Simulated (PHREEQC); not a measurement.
PHREEQC input (ion-association model, wateq4f.dat):

```
SOLUTION_MASTER_SPECIES
  An  An-  0  An  62.0  # stands for a non-complexing anion
SOLUTION_SPECIES
  An- = An-
    -log_k 0
    -gamma 3.0 0
PHASES
  Fix_H+
    H+ = H+
    -log_k 0
SOLUTION 1
  temp 25
  units mmol/kgw
  pH 7 charge
  Na 300
  An 300
END
SELECTED_OUTPUT 1
  -reset false
  -pH true
  -pe true
  -ionic_strength true
  -water true
  -totals Na
  -molalities Hfo_wOH Hfo_wOH2+ Hfo_wO- Hfo_sOH Hfo_sOH2+ Hfo_sO-
USER_PUNCH 1
  -headings sigma psi
  10 PUNCH EDL("sigma", "Hfo"), EDL("psi", "Hfo")
PRINT
  -reset false
USE solution 1
SURFACE 1
  Hfo_wOH 0.000516854 600 0.23
  Hfo_sOH 1.29213e-05
EQUILIBRIUM_PHASES 1
  Fix_H+ -4 HAn 10
    -force_equality true
  O2(g) -0.68 10
END
# ... the last block is repeated for the other 12 points of pH, with NaOH or the acid as the point needs
```

Selected output (columns that matter, 13 of 13 rows; pH added in front):

```
pH	mu	Na	m_Hfo_wOH	m_Hfo_wOH2+	m_Hfo_wO-	m_Hfo_sOH	m_Hfo_sOH2+	m_Hfo_sO-	sigma	psi
4	0.30038	0.3	2.9913e-05	0.0004869	4.21e-08	7.4782e-07	1.2172e-05	1.0525e-09	0.34893	0.12295
4.67	0.30024	0.3	9.2601e-05	0.00042379	4.6354e-07	2.315e-06	1.0595e-05	1.1588e-08	0.3034	0.11591
5.33	0.30017	0.3	0.00019004	0.00032426	2.5516e-06	4.7511e-06	8.1064e-06	6.379e-08	0.23057	0.10222
6	0.30011	0.3	0.00028529	0.00022321	8.3536e-06	7.1323e-06	5.5802e-06	2.0884e-07	0.15399	0.082616
6.67	0.30007	0.3	0.00035096	0.00014665	1.9241e-05	8.774e-06	3.6663e-06	4.8101e-07	0.091318	0.059095
7.33	0.30003	0.3	0.00038495	9.6856e-05	3.505e-05	9.6237e-06	2.4214e-06	8.7623e-07	0.044297	0.033085
8	0.3	0.3	0.00039653	6.4299e-05	5.6022e-05	9.9133e-06	1.6075e-06	1.4005e-06	0.0059325	0.004737
8.67	0.30003	0.30005	0.00039087	4.1354e-05	8.4633e-05	9.7716e-06	1.0338e-06	2.1158e-06	-0.031019	-0.023928
9.33	0.30008	0.30014	0.00036534	2.3976e-05	0.00012753	9.1336e-06	5.9941e-07	3.1883e-06	-0.07422	-0.050701
10	0.30024	0.30033	0.00031055	1.1332e-05	0.00019497	7.7637e-06	2.8329e-07	4.8742e-06	-0.13162	-0.075256
10.67	0.30083	0.30098	0.00022345	3.9517e-06	0.00028945	5.5862e-06	9.8793e-08	7.2362e-06	-0.20462	-0.096283
11.33	0.30335	0.30355	0.00012221	8.6888e-07	0.00039377	3.0552e-06	2.1722e-08	9.8443e-06	-0.2816	-0.11191
12	0.31502	0.31527	4.353e-05	9.1728e-08	0.00047323	1.0882e-06	2.2932e-09	1.1831e-05	-0.3391	-0.12031
```

Species that the database lacks are ignored.
